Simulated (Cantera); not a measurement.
A perfectly stirred reactor is fed with 6.98 % CH4, 19.6 % O2, 73.5 % N2, at 17.0 bar; it is adiabatic with a 500 K inlet, and is followed from long to short residence time, starting on the burning branch (τ in s: 0.091, 0.05, 0.028, 0.015, 0.0084, 0.0046, 0.0026, 0.0014, 0.00078, 0.00043, 0.00024, 0.00013, 7.3e-05).

Model: GRI-Mech 3.0 (53 species, 325 reactions), integrated in Cantera. The pressure lies above the range GRI-Mech 3.0 was tuned for (to about 10 atm).

x: mole fraction; the columns are a selection and need not sum to one.

```tsv
τ (s)	T (K)	x CH4	x O2	x H2O2	x H2O	x O
0.091	2018	1.08e-6	0.0556	2.71e-7	0.139	4.54e-5
0.050	2019	___	0.0557	2.76e-7	0.139	4.65e-5
0.028	2018	3.39e-6	0.0558	2.82e-7	0.139	4.81e-5
0.015	2018	6.11e-6	0.0558	2.94e-7	0.139	5.10e-5
0.0084	2017	1.04e-5	0.0559	3.13e-7	0.139	5.56e-5
0.0046	2016	1.76e-5	0.0560	3.46e-7	0.139	6.35e-5
0.0026	2013	2.82e-5	0.0561	3.94e-7	0.139	7.52e-5
0.0014	2009	4.62e-5	0.0563	4.72e-7	0.138	9.46e-5
0.00078	2003	7.25e-5	0.0566	5.78e-7	0.138	0.000121
0.00043	1995	0.000115	0.0571	7.30e-7	0.138	0.000158
0.00024	1982	0.000182	0.0579	9.37e-7	0.137	0.000204
0.00013	1960	___	0.0593	___	0.136	___
7.3e-5	1923	0.000568	0.0620	1.75e-6	0.135	0.000294
```

Q: Fill in the missing entries.

A: 
- 0.050, x CH4: 1.93e-6
- 0.00013, x CH4: 0.000308
- 0.00013, x H2O2: 1.25e-6
- 0.00013, x O: 0.000259
